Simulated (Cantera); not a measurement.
**Adiabatic ignition**

An adiabatic, constant-volume homogeneous reactor starts with 5.00 % C₃H₈, 25.0 % O₂, 70.0 % N₂, equivalence ratio 1.0, at 1598 K and 1.01 bar.

Cantera simulation using GRI-Mech 3.0 (53 species, 325 reactions); the numbers are that mechanism's predictions, not measurements. GRI-Mech 3.0 was tuned for natural gas; its chemistry of propane as a main component is partial and can be far from experiment. Above 3000 K some thermodynamic fits are extrapolated.

```tsv
t (s)	T (K)	P (bar)	x C₃H₈	x O₂	x CH₂CO	x N₂O	x C₂H₂	x NO₂	x H
5.00e-6	1579	1.01	0.0457	0.248	1.18e-5	7.52e-10	3.15e-6	<1e-12	4.42e-5
1.25e-5	1584	1.02	0.0356	0.240	0.000235	2.45e-9	5.84e-5	2.43e-12	9.46e-5
3.13e-5	2849	2.10	<1e-12	0.0419	<1e-12	4.73e-7	<1e-12	4.97e-8	0.0289
7.83e-5	3062	2.23	<1e-12	0.0364	<1e-12	1.05e-6	<1e-12	1.41e-6	0.0207
0.000196	3060	2.22	<1e-12	0.0336	<1e-12	1.16e-6	<1e-12	3.92e-6	0.0201
0.000490	3054	2.22	<1e-12	0.0319	<1e-12	1.27e-6	<1e-12	5.44e-6	0.0199
0.00122	3054	2.22	<1e-12	0.0317	<1e-12	1.28e-6	<1e-12	5.59e-6	0.0199
0.00306	3054	2.22	<1e-12	0.0317	<1e-12	1.28e-6	<1e-12	5.59e-6	0.0199
0.00766	3054	2.22	<1e-12	0.0317	<1e-12	1.28e-6	<1e-12	5.59e-6	0.0199
0.0192	3054	2.22	<1e-12	0.0317	<1e-12	1.28e-6	<1e-12	5.59e-6	0.0199
0.0479	3054	2.22	<1e-12	0.0317	<1e-12	1.28e-6	<1e-12	5.59e-6	0.0199
0.120	3054	2.22	<1e-12	0.0317	<1e-12	1.28e-6	<1e-12	5.59e-6	0.0199
0.300	3054	2.22	<1e-12	0.0317	<1e-12	1.28e-6	<1e-12	5.59e-6	0.0199
```
x: mole fraction; the columns are a selection and need not sum to one.

```json
{
 "time_of_steepest_temperature_rise": "28.0 µs",
 "temperature at 0.300 s": "3054 K",
 "equilibrium_temperature": "3054 K",
 "x(C₃H₈) at 0.300 s": "<1e-12 (gas-phase equilibrium <1e-12)",
 "x(O₂) at 0.300 s": "0.0317 (gas-phase equilibrium 0.0317)",
 "x(CH₂CO) at 0.300 s": "<1e-12 (gas-phase equilibrium <1e-12)"
}
```
